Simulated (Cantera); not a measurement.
## Premixed flame

A freely propagating, adiabatic, planar premixed flame of C₂H₄ : O₂ : N₂ : H₂O = 1 : 3.09 : 11.6 : 3.9 (molar parts), equivalence ratio 0.97, unburnt at 700 K and 4280 Torr; multicomponent+Soret transport, grid criteria slope 0.08 and curve 0.16, no radiation.

Computed with Cantera and GRI-Mech 3.0 (53 species, 325 reactions). GRI-Mech 3.0 was tuned for natural gas; its chemistry of ethylene as a main component is partial and can be far from experiment. Burning velocities carry a grid error of a few per cent, more on coarse grids.

```
z (mm)   T (K)  u (m/s)    x C₂H₄     x O₂  x H₂O    x H₂O₂      x CO     x NO
-------  -----  -------  --------  -------  -----  --------  --------  -------
-0.236     700     1.33    0.0510    0.158  0.199   2.79e-7   6.50e-6    <1e-8
-0.157     701     1.33    0.0510    0.158  0.199   1.92e-6   4.49e-5    <1e-8
-0.118     705     1.34    0.0509    0.157  0.199   7.73e-6  0.000183    <1e-8
-0.0785    730     1.39    0.0505    0.156  0.199   4.61e-5   0.00113    <1e-8
-0.0393    932     1.79    0.0439    0.139  0.209  0.000332    0.0107  1.48e-7
-0.0196   1261     2.45    0.0274    0.108  0.230  0.000351    0.0295  7.62e-7
0         1632     3.21   0.00741   0.0684  0.256   1.39e-5    0.0506  2.23e-6
0.0196    1857     3.66  0.000625   0.0426  0.270   2.67e-6    0.0524  4.99e-6
0.0393    1965     3.85   2.07e-5   0.0302  0.275   1.74e-6    0.0416  7.97e-6
0.0785    2074     4.03   1.73e-8   0.0207  0.278   1.20e-6    0.0255  1.18e-5
0.157     2171     4.18     <1e-8   0.0147  0.284   7.81e-7    0.0156  1.60e-5
0.314     2238     4.30     <1e-8   0.0110  0.289   5.02e-7    0.0107  2.09e-5
0.628     2277     4.36     <1e-8  0.00875  0.293   3.54e-7   0.00779  2.74e-5
```
x: mole fraction of selected species; z is measured from the peak of heat release.

| Property | Result |
|---|---|
| laminar burning velocity | 133 cm/s |
| thermal thickness | 0.0785 mm |
| peak x(H₂O₂) | 0.000432 |
| peak x(CO) | 0.0542 |
| grid points | 134 |
